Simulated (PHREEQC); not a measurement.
Dissolve 29 mmol/kgw Cs2SO4 at 20 °C. Closed to the air; pH follows from the charge balance.

All values are PHREEQC results (ion-association model, wateq4f.dat), not measurements.

Each row changes one thing in this solution. No solid was allowed to form.

```
case                                   pH  HSO4- (mol/kgw)
-----------------------------------  ----  ---------------
as made                              7.22          7.54e-8
Cs2SO4 from 0.029 to 0.0029 mol/kgw  7.12          1.46e-8
diluted 100-fold with water          7.09          1.87e-9
Cs2SO4 from 0.029 to 0.0058 mol/kgw  7.14                …
0.0075 mol/kgw NaF added                …                …
diluted 10-fold with water           7.12          1.46e-8
0.0006 mol/kgw Pb(NO3)2 added           …                …
Cs2SO4 from 0.029 to 0.0435 mol/kgw  7.25          9.56e-8
```

Q: Fill in the missing entries.

A: 
- Cs2SO4 from 0.029 to 0.0058 mol/kgw, HSO4- (mol/kgw): 2.53e-8
- 0.0075 mol/kgw NaF added, pH: 7.54
- 0.0075 mol/kgw NaF added, HSO4- (mol/kgw): 3.58e-8
- 0.0006 mol/kgw Pb(NO3)2 added, pH: 6.10
- 0.0006 mol/kgw Pb(NO3)2 added, HSO4- (mol/kgw): 9.87e-7

Some of these states are supersaturated (in Anglesite, Larnakite, for instance).
